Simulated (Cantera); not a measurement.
A closed system holds: 1 mol C₃H₆, 0.058 mol NH₃, 0.45 mol N₂, equilibrated at 1875 K and 750 Torr.

Equilibrium computed with Cantera from the NASA thermochemical tables; the gas is ideal and each condensed phase is pure. Candidate condensed phases: C, C₆H₆, C₇H₈, C₈H₁₈; 92 gas species. Kinetics and transport are ignored.

Base state: H₂ 0.863, N₂ 0.133, HCN 0.00295, H 0.000609, CH₄ 0.000451, C₂H₂ (acetylene) 0.000273, HNC 0.000132 (mole fractions); condensed: C(graphite).

Q: What changes in the equilibrium state with this change: temperature from 1875 K to 2650 K?

A: 
```csv
species,before,after
H₂,0.863,0.793
N₂,0.133,0.114
H,0.000609,0.0418
HCN,0.00295,0.0304
C₂H₂ (acetylene),0.000273,0.0156
C₂H,2.29e-9,7.93e-5
C₄H₂,3.44e-8,0.000127
CN,3.61e-8,0.000113
C₂H₂ (vinylidene),1.23e-8,1.96e-5
C₂N₂,6.91e-8,2.07e-5
"C(graphite), mol",2.99,2.76
```

Q: What changes in the equilibrium state with this change: pressure from 750 Torr to 3530 Torr?

A: 
| species | before | after |
|---|---|---|
| H₂ | 0.863 | 0.861 |
| N₂ | 0.133 | 0.133 |
| HCN | 0.00295 | 0.00295 |
| CH₄ | 0.000451 | 0.00211 |
| H | 0.000609 | 0.000281 |
| NH₃ | 7.34e-6 | 3.44e-5 |
| C₂H₄ | 3.35e-6 | 1.57e-5 |
| CH₃ | 6.40e-6 | 1.38e-5 |
| C₂H₂ (acetylene) | 0.000273 | 0.000273 |
| C(graphite), mol | 2.99 | 2.98 |

Q: What changes in the equilibrium state with this change: temperature from 1875 K to 2850 K?

A: 
| species | before | after |
|---|---|---|
| H₂ | 0.863 | 0.733 |
| N₂ | 0.133 | 0.104 |
| H | 0.000609 | 0.0833 |
| HCN | 0.00295 | 0.0420 |
| C₂H₂ (acetylene) | 0.000273 | 0.0288 |
| C₂H | 2.29e-9 | 0.000448 |
| C₃ | <1e-9 | 5.78e-5 |
| C(graphite), mol | 2.99 | 2.59 |
